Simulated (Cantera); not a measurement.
Charge: 1 mol N2O, 7.3 mol H2, at 1125 K and 0.00150 bar.

Method: chemical equilibrium by Gibbs-energy minimisation in Cantera with the NASA 1993 tables (ideal gas, pure condensed phases). Candidate condensed phases: H2O; 24 gas species. Equilibrium is a limit: real reactors are often held back by kinetics, nucleation or transport.

Task: What is the equilibrium state?

Result: 
| Item | Result |
|---|---|
| x(H2) | 0.759 |
| x(H2O) | 0.120 |
| x(N2) | 0.120 |
| gas amount | 8.300 mol |
